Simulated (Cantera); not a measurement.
Input: 1 mol Si2H6, 0.25 mol O2, 120 mol N2, equilibrated at 1275 K and 10.0 mbar.

Equilibrium computed with Cantera from the NASA thermochemical tables; the gas is ideal and each condensed phase is pure. Candidate condensed phases: H2O, Si, SiO2, Si2N2O, Si3N4; 35 gas species. The feed counts by its element totals alone. N2 is the only nitrogen source here; it is nearly inert below about 1500 K, so the nitride shown seldom forms there in practice. Mutual solubility and eutectic melting of coexisting phases are not modelled. The numbers say what is thermodynamically allowed, not how fast it happens.

Problem. What is the equilibrium state?

Solution. 
```
Quantity                              Value
--------------------------------  ---------
x(N2)                                 0.975
x(H2)                                0.0246
x(H)                                1.16e-6
n(Si2N2O(s))                      0.500 mol
n(Si3N4(s))                       0.333 mol
gas amount                        121.8 mol
log10 activity of Si(s) (absent)      -3.06
```
